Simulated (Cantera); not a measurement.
What does this Cantera script print?

```python
import numpy as np
import cantera as ct

gas_names = """
    CL CL2 N N2 Si SiCL SiCL2 SiCL3 SiCL4 SiN Si2 Si2N Si3
""".split()
cond_names = """
    Si(cr) Si(L) Si3N4(a)
""".split()


# ... load() reads the species with a 1 bar reference pressure and builds the phases ...
atoms = {
    'SiCl4': {'Si': 1, 'CL': 4},
    'N2': {'N': 2},
}
top_T = {'Si3N4(a)': 2400}  # K; cautious upper limits of use, not melting points


# ... equilibrate(T, P, feed) seeds the gas with the atoms and calls Mixture.equilibrate('TP', solver="vcs", rtol=1e-11, max_steps=5000) ...
results = []
feed = {'SiCl4': 1, 'N2': 13}  # mol
P = 101325  # Pa
for T in [1375, 1400, 1425, 1450, 1475, 1500, 1525, 1550, 1575, 1600, 1625, 1650, 1675, 1700]:
    mix = equilibrate(T, P, feed)
    results.append((T, P, feed, dict(zip(mix.species_names, mix.species_moles))))
    x = sorted(zip(gas.X, gas.species_names), reverse=True)
    print(f"T = {T:g} K  P = {P:g} Pa  gas = {mix.phase_moles(0):.4g} mol")
    print("   x: " + "  ".join(f"{s} {v:.3e}" for v, s in x if v > 1e-06))
    print("   condensed (mol): " + ("  ".join(f"{mix.phase(i).name} {mix.phase_moles(i):.4g}"
          for i in range(1, mix.n_phases) if mix.phase_moles(i) > 1e-12) or "none"))
```

Output:

```
T = 1375 K  P = 101325 Pa  gas = 14 mol
   x: N2 9.285e-01  SiCL4 7.133e-02  SiCL3 9.567e-05  CL 7.562e-05  CL2 1.062e-05
   condensed (mol): none
T = 1400 K  P = 101325 Pa  gas = 14 mol
   x: N2 9.285e-01  SiCL4 7.129e-02  SiCL3 1.287e-04  CL 1.037e-04  CL2 1.349e-05
   condensed (mol): none
T = 1425 K  P = 101325 Pa  gas = 14 mol
   x: N2 9.284e-01  SiCL4 7.124e-02  SiCL3 1.713e-04  CL 1.406e-04  CL2 1.698e-05  SiCL2 1.621e-06
   condensed (mol): none
T = 1450 K  P = 101325 Pa  gas = 14 mol
   x: N2 9.284e-01  SiCL4 7.119e-02  SiCL3 2.258e-04  CL 1.887e-04  CL2 2.120e-05  SiCL2 2.618e-06
   condensed (mol): none
T = 1475 K  P = 101325 Pa  gas = 14 mol
   x: N2 9.283e-01  SiCL4 7.111e-02  SiCL3 2.948e-04  CL 2.506e-04  CL2 2.625e-05  SiCL2 4.158e-06
   condensed (mol): none
T = 1500 K  P = 101325 Pa  gas = 14.01 mol
   x: N2 9.282e-01  SiCL4 7.101e-02  SiCL3 3.813e-04  CL 3.297e-04  CL2 3.228e-05  SiCL2 6.501e-06
   condensed (mol): none
T = 1525 K  P = 101325 Pa  gas = 14.01 mol
   x: N2 9.281e-01  SiCL4 7.090e-02  SiCL3 4.888e-04  CL 4.300e-04  CL2 3.941e-05  SiCL2 1.001e-05
   condensed (mol): none
T = 1550 K  P = 101325 Pa  gas = 14.01 mol
   x: N2 9.280e-01  SiCL4 7.075e-02  SiCL3 6.211e-04  CL 5.559e-04  CL2 4.781e-05  SiCL2 1.519e-05
   condensed (mol): none
T = 1575 K  P = 101325 Pa  gas = 14.01 mol
   x: N2 9.279e-01  SiCL4 7.057e-02  SiCL3 7.828e-04  CL 7.130e-04  CL2 5.765e-05  SiCL2 2.272e-05
   condensed (mol): none
T = 1600 K  P = 101325 Pa  gas = 14.01 mol
   x: N2 9.277e-01  SiCL4 7.035e-02  SiCL3 9.786e-04  CL 9.075e-04  CL2 6.911e-05  SiCL2 3.353e-05
   condensed (mol): none
T = 1625 K  P = 101325 Pa  gas = 14.02 mol
   x: N2 9.274e-01  SiCL4 7.008e-02  SiCL3 1.214e-03  CL 1.147e-03  CL2 8.239e-05  SiCL2 4.884e-05
   condensed (mol): none
T = 1650 K  P = 101325 Pa  gas = 14.02 mol
   x: N2 9.271e-01  SiCL4 6.975e-02  SiCL3 1.494e-03  CL 1.439e-03  CL2 9.773e-05  SiCL2 7.021e-05
   condensed (mol): none
T = 1675 K  P = 101325 Pa  gas = 14.03 mol
   x: N2 9.268e-01  SiCL4 6.937e-02  SiCL3 1.825e-03  CL 1.794e-03  CL2 1.154e-04  SiCL2 9.971e-05
   condensed (mol): none
T = 1700 K  P = 101325 Pa  gas = 14.03 mol
   x: N2 9.264e-01  SiCL4 6.891e-02  CL 2.222e-03  SiCL3 2.213e-03  SiCL2 1.399e-04  CL2 1.355e-04
   condensed (mol): none
```

Equilibrium computed with Cantera from the NASA thermochemical tables; the gas is ideal and each condensed phase is pure. The tables' values for SiCl3 are old estimates; treat these amounts as uncertain.
